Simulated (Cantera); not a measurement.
# Gas-phase reforming

A perfectly stirred reactor is fed with 47.6 % CH4, 52.4 % H2O, at 750 Torr; it is held at 2050 K, and followed from long to short residence time.

Detailed kinetics in Cantera: GRI-Mech 3.0 (53 species, 325 reactions).

| τ (s) | x CH4 | x H2O | x CH2O | x CH2CO | x O | x C2H |
|---|---|---|---|---|---|---|
| 0.38 | 0.00529 | 0.0516 | 2.95e-7 | 3.71e-6 | 2.62e-8 | 7.15e-7 |
| 0.15 | 0.00827 | 0.0721 | 5.78e-7 | 8.23e-6 | 3.43e-8 | 1.25e-6 |
| 0.061 | 0.0125 | 0.101 | 1.20e-6 | 1.73e-5 | 4.43e-8 | 2.03e-6 |
| 0.024 | 0.0190 | 0.142 | 2.64e-6 | 3.53e-5 | 5.62e-8 | 3.12e-6 |
| 0.0098 | 0.0279 | 0.192 | 5.53e-6 | 6.42e-5 | 6.81e-8 | 4.42e-6 |
| 0.0039 | 0.0416 | 0.249 | 1.13e-5 | 0.000105 | 7.96e-8 | 5.78e-6 |
| 0.0016 | 0.0617 | 0.302 | 2.13e-5 | 0.000147 | 8.95e-8 | 6.74e-6 |
| 0.00063 | 0.0942 | 0.350 | 3.84e-5 | 0.000175 | 9.95e-8 | 6.97e-6 |
| 0.00026 | 0.140 | 0.388 | 6.34e-5 | 0.000176 | 1.12e-7 | 6.32e-6 |
x: mole fraction; the columns are a selection and need not sum to one.
